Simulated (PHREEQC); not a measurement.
## Acid rinse or clean: speciation

Consider water at 25 °C with 0.044 mol/kgw HCl, 0.00067 mol/kgw CaCl2 and 5.4e-05 mol/kgw CuCl2. Closed to the air; pH follows from the charge balance.

Model: ion-association model, phreeqc.dat, run in PHREEQC.

No solid was allowed to form.

Task: Estimate the pH, specific conductance.

Result: pH 1.42; specific conductance 16500 µS/cm.

Task: In which forms is Cu present?

Result: Cu+2 94 %, CuCl+ 5.7 % of the Cu.

Species that the database lacks are ignored.
